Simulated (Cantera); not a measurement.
Charge: 1 mol CO, 0.4 mol H2, at 1175 °C and 1.00 Torr.

These are equilibrium values from Cantera (NASA tables, ideal gas, pure condensed phases), not measurements of a reactor. Candidate condensed phases: C, C6H6, C7H8, C8H18, H2O; 110 gas species. Equilibrium is a limit: real reactors are often held back by kinetics, nucleation or transport.

Base state: CO 0.714, H2 0.286, H 0.000135 (mole fractions); condensed: gas only.

### Question
What changes in the equilibrium state with this change: temperature from 1175 °C to 2227 °C?

### Answer
```json
[
 {"species": "CO", "before": "0.714", "after": "0.626"},
 {"species": "H", "before": "0.000135", "after": "0.246"},
 {"species": "H2", "before": "0.286", "after": "0.128"}
]
```
